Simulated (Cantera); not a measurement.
Feed: 1 mol Al, 0.35 mol NH3, 1.7 mol N2, at 1225 K and 53000 Pa.

Cantera equilibrium calculation (NASA polynomials, part measured and part estimated; ideal gas, pure solids and liquids). Candidate condensed phases: Al, AlN; 13 gas species. Rates play no part.

Problem. What is the equilibrium state?

Solution. 
```
Quantity                             Result
--------------------------------  ---------
x(N2)                                 0.724
x(H2)                                 0.276
x(NH3)                              1.12e-5
n(AlN(s))                          1.00 mol
gas amount                        1.900 mol
log10 activity of Al(l) (absent)      -7.70
```
